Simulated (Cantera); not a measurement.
A closed system holds: 1 mol Zr, 0.027 mol H2O, held at 1 atm.

Equilibrium computed with Cantera from the NASA thermochemical tables; the gas is ideal and each condensed phase is pure. Candidate condensed phases: H2O, Zr, ZrO2; 12 gas species. Mutual solubility and eutectic melting of coexisting phases are not modelled. Condensed phases not in the tables: N, O or C dissolved in the metal. Kinetics and transport are ignored.

Question: At 2423 K, list the 4 most abundant gas species with their mole fractions, and the condensed phases.

Answer: H2 0.982, H 0.0175, ZrO 2.87e-5, H2O 2.34e-5. Condensed: Zr(l) + ZrO2(tetragonal).
